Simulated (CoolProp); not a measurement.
The fluid at 477.42 K and 0.832 MPa is throttled through a valve to 0.244 MPa with no heat exchange. The same conditions are run with several fluids, on thermodynamics alone (safety and materials aside).

Model: reference Helmholtz-energy equation of state of each fluid (isobutane: Bücker 2006; R141b: Lemmon 2006; n-pentane: Thol 2019; R410A: Lemmon 2003; dimethyl carbonate: Zhou 2011), in CoolProp. Blends and air are pseudo-pure fits.

```
fluid               temperature change (K)  final density (kg/m³)
------------------  ----------------------  ---------------------
isobutane                             -3.2                   3.65
R141b                                 -5.7                   7.42
n-pentane                             -4.7                   4.59
R410A                                 -2.7                   4.51
dimethyl carbonate                    -6.7                   5.79
```
